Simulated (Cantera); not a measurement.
**Pb + H2 (iron carbonyl, mercury and lead vapours)**

Input: 1 mol Pb, 0.13 mol H2, held at 1327 °C and 4.90 bar.

Cantera equilibrium calculation (NASA polynomials, part measured and part estimated; ideal gas, pure solids and liquids). Candidate condensed phases: Pb; 4 gas species. Equilibrium is a limit: real reactors are often held back by kinetics, nucleation or transport.

The x(H2) comes out as 0.988 and the x(Pb) comes out as 0.0124. The x(H) is 2.44e-5 and the x(Pb2) is 9.38e-6. The n(Pb(l)) comes out as 0.998 mol and the gas amount is 0.1316 mol.
